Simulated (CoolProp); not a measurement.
A closed Brayton cycle with nitrogen: compressor inlet 309.15 K and 7.5 MPa, high pressure 18.5 MPa, turbine inlet 650 K, compressor efficiency 0.8, turbine efficiency 0.85, recuperator effectiveness 0.8 (on enthalpy, no pinch check). Each further row changes one setting.

Values from CoolProp's reference Helmholtz-energy equation of state, Span 2000.

```csv
case,thermal efficiency (%),net work (kJ/kg),compressor to turbine work,compressor exit (K),turbine exit (K)
as stated,9.0,14.9,0.89,424.0,526.9
turbine inlet 600 K,2.9,4.17,0.97,424.0,485.1
compressor inlet 319.15 K,6.5,10.6,0.92,437.7,526.9
high pressure 15.7 MPa,11.5,17.4,0.85,400.8,547.3
recuperator effectiveness 0.5,7.5,14.9,0.89,424.0,526.9
```
